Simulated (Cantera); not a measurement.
## Moist CO burnout

A perfectly stirred reactor is fed with 0.235 % CO, 0.617 % O2, 1.27 % H2O, 97.9 % N2, equivalence ratio 0.19, at 5.00 bar; it is held at 1198 K, and followed from long to short residence time.

Model: GRI-Mech 3.0 (53 species, 325 reactions), integrated in Cantera.

```
τ (s)        x CO     x O2   x H2O    x HO2      x NO    x H2O2      x H
-------  --------  -------  ------  -------  --------  --------  -------
22        8.89e-6  0.00500  0.0127  5.61e-8   4.38e-9  5.23e-10  1.30e-9
3.6       4.12e-5  0.00502  0.0127  2.43e-7   5.97e-9   1.42e-9  7.27e-9
0.59     0.000164  0.00508  0.0127  8.19e-7   8.28e-9   7.52e-9  3.84e-8
0.097    0.000519  0.00526  0.0127  1.98e-6   5.99e-9   3.57e-8  1.75e-7
0.016     0.00125  0.00562  0.0127  3.46e-6   2.04e-9   9.99e-8  5.56e-7
0.0026    0.00203  0.00601  0.0127  4.28e-6  2.80e-10   1.44e-7  8.61e-7
0.00043   0.00233  0.00615  0.0127  2.78e-6  5.52e-12   5.76e-8  3.49e-7
```
x: mole fraction; the columns are a selection and need not sum to one.
